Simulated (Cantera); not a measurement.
A perfectly stirred reactor is fed with NH₃ : N₂ = 1 : 0.25 (molar parts), at 0.0612 atm; it is held at 1823 K, and followed from long to short residence time.

Model: the gas-phase N/H chemistry of the illustrative SiF4/NH3 mechanism in the Surface Chemkin manual (1991), integrated in Cantera. Walls and surfaces, which speed up NH3 decomposition in real reactors, are not modelled.

Problem. What does this change do: pressure from 0.0612 atm to 1.00 atm?

Solution. 
```
quantity                  before     after
----------------------  --------  --------
x(NH₃) at τ = 16.0 s       0.107    0.0290
x(NH) at τ = 16.0 s      2.72e-6   7.00e-7
x(N₂H₂) at τ = 16.0 s    2.52e-7   1.66e-8
x(N) at τ = 16.0 s       2.33e-7   5.92e-8
x(H) at τ = 16.0 s      0.000265  0.000284
x(NH₃) at τ = 0.280 s      0.703     0.365
x(NH) at τ = 0.280 s     4.09e-6   2.58e-6
x(N₂H₂) at τ = 0.280 s   3.27e-6   7.09e-7
x(N) at τ = 0.280 s      1.12e-7   1.12e-7
x(H) at τ = 0.280 s      2.13e-5   8.92e-5
```
